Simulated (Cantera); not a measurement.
## Silicon carbide growth: SiHCl3 + CH4 + H2 + C2H4

Feed: 1 mol SiHCl3, 0.02 mol CH4, 14 mol H2, 0.028 mol C2H4, equilibrated at 1.33 mbar.

Cantera equilibrium calculation (NASA polynomials, part measured and part estimated; ideal gas, pure solids and liquids). Candidate condensed phases: C, C6H6, C7H8, C8H18, Si, SiC; 109 gas species. Mutual solubility and eutectic melting of coexisting phases are not modelled. The tables' values for SiCl3, SiCl are old estimates; treat these amounts as uncertain. Gases not in the tables: Si2H6 and higher silanes. The numbers say what is thermodynamically allowed, not how fast it happens.

```csv
T (°C),x H2,x H,x HCl,x SiCl2,x Si,x Cl,x SiCl4,n Si(s),n SiC(s),n Si(l)
852,0.876,1.14e-6,0.0880,0.0187,5.26e-11,1.02e-7,0.0113,0.350,0.0760,0
952,0.858,7.90e-6,0.105,0.0315,2.59e-9,8.36e-7,0.00211,0.329,0.0760,0
1052,0.854,4.14e-5,0.107,0.0368,7.07e-8,4.35e-6,0.000289,0.302,0.0760,0
1152,0.854,0.000173,0.105,0.0393,1.21e-6,1.75e-5,4.61e-5,0.279,0.0760,0
1252,0.855,0.000599,0.103,0.0409,1.42e-5,5.81e-5,9.15e-6,0.259,0.0760,0
1352,0.854,0.00179,0.101,0.0420,0.000122,0.000167,2.20e-6,0.239,0.0760,0
1452,0.851,0.00469,0.101,0.0416,0.000761,0.000433,6.35e-7,0,0.0759,0.230
1552,0.840,0.0111,0.104,0.0388,0.00341,0.00105,2.13e-7,0,0.0753,0.214
1652,0.817,0.0237,0.105,0.0356,0.0131,0.00229,7.62e-8,0,0.0717,0.0628
1752,0.775,0.0464,0.119,0.0244,0.0250,0.00529,2.92e-8,0,0.0624,0
1852,0.721,0.0845,0.130,0.0129,0.0344,0.0112,8.97e-9,0,0.0355,0
1952,0.655,0.144,0.128,0.00560,0.0416,0.0204,2.03e-9,0,0,0
```
x: gas mole fraction; n: condensed amount in mol.

From 852 °C to 1352 °C the condensed part is Si(s) + SiC(s). From 1452 °C to 1652 °C the condensed part is Si(l) + SiC(s). From 1752 °C to 1852 °C the condensed part is SiC(s). At 1952 °C nothing is condensed. The main Si-bearing gas is SiCl2 at 852 °C and Si at 1952 °C. The share of Si in condensed phases is highest at 852 °C (42.6 %) and lowest at 1952 °C (0.0 %).
